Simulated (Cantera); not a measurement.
## Catalytic stagnation flow on Pt

A jet of CH4 : O2 : N2 = 0.011 : 0.079 : 0.79 (molar parts) at 300 K and 0.0237 atm hits a platinum plate 7.1 cm away at a mass flux of 0.061 kg/m²/s; the plate temperature is set and raised in steps from an oxygen-covered start.

Computed with Cantera and Deutschmann's 1995 Pt surface mechanism with GRI-Mech 3.0 gas chemistry. Catalytic surfaces can have several steady states; this one follows from the mechanism file's or the stated starting coverage.

| plate T (K) | wall x CH4 | wall x O2 | wall x H2O | wall x OH | wall x CO | wall x CO2 | θ free Pt | θ O* |
|---|---|---|---|---|---|---|---|---|
| 850 | 0.0105 | 0.0856 | 0.00371 | <1e-8 | 3.44e-6 | 0.00243 | 0.211 | 0.789 |
| 900 | 0.00915 | 0.0827 | 0.00623 | 2.55e-8 | 4.29e-6 | 0.00409 | 0.285 | 0.715 |
| 950 | 0.00775 | 0.0797 | 0.00882 | 8.36e-8 | 5.09e-6 | 0.00579 | 0.361 | 0.638 |
| 1000 | 0.00650 | 0.0770 | 0.0111 | 2.32e-7 | 5.86e-6 | 0.00731 | 0.438 | 0.562 |
| 1050 | 0.00547 | 0.0749 | 0.0130 | 5.69e-7 | 6.70e-6 | 0.00855 | 0.511 | 0.488 |
| 1100 | 0.00467 | 0.0732 | 0.0145 | 1.25e-6 | 7.72e-6 | 0.00951 | 0.581 | 0.418 |
| 1150 | 0.00405 | 0.0719 | 0.0155 | 2.53e-6 | 9.02e-6 | 0.0102 | 0.646 | 0.354 |
x: mole fraction at the wall; θ: surface coverage.
